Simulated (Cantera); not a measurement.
A perfectly stirred reactor is fed with 22.6 % N2O, 0.294 % H2, 76.9 % N2, 0.226 % H2O, at 128 Torr; it is held at 1175 K, and followed from long to short residence time.

Cantera simulation using GRI-Mech 3.0 (53 species, 325 reactions); the numbers are that mechanism's predictions, not measurements. GRI-Mech 3.0 was tuned for natural gas; its chemistry of N2O as a main component is partial and can be far from experiment. The mechanism lacks the step 2 NO + O2 → 2 NO2, which can matter for NO2 below about 1400 K. The temperature is held fixed by assumption; the heat of reaction is taken as removed at once.

x: mole fraction; the columns are a selection and need not sum to one.

```json
[
 {"τ (s)": "4.8", "x N2O": "0.166", "x H2": "2.36e-5", "x N2": "0.801", "x HO2": "3.87e-8", "x NO": "0.00444", "x OH": "6.47e-6", "x H2O": "0.00504"},
 {"τ (s)": "1.3", "x N2O": "0.204", "x H2": "___", "x N2": "0.781", "x HO2": "___", "x NO": "___", "x OH": "___", "x H2O": "0.00507"},
 {"τ (s)": "0.37", "x N2O": "0.218", "x H2": "0.000228", "x N2": "0.774", "x HO2": "3.68e-7", "x NO": "0.000465", "x OH": "8.33e-6", "x H2O": "0.00495"},
 {"τ (s)": "0.10", "x N2O": "0.222", "x H2": "0.000627", "x N2": "0.772", "x HO2": "8.64e-7", "x NO": "0.000134", "x OH": "9.62e-6", "x H2O": "0.00456"},
 {"τ (s)": "0.029", "x N2O": "0.224", "x H2": "0.00136", "x N2": "0.771", "x HO2": "1.14e-6", "x NO": "4.82e-5", "x OH": "1.04e-5", "x H2O": "0.00383"},
 {"τ (s)": "0.0080", "x N2O": "0.225", "x H2": "___", "x N2": "0.769", "x HO2": "___", "x NO": "___", "x OH": "___", "x H2O": "___"},
 {"τ (s)": "0.0022", "x N2O": "0.226", "x H2": "0.00282", "x N2": "0.769", "x HO2": "5.26e-7", "x NO": "4.28e-6", "x OH": "4.86e-6", "x H2O": "0.00237"}
]
```

Question: What belongs in the gaps?

Answer: 
- 1.3, x H2: 7.80e-5
- 1.3, x HO2: 1.25e-7
- 1.3, x NO: 0.00152
- 1.3, x OH: 7.22e-6
- 0.0080, x H2: 0.00231
- 0.0080, x HO2: 9.92e-7
- 0.0080, x NO: 1.75e-5
- 0.0080, x OH: 8.89e-6
- 0.0080, x H2O: 0.00288
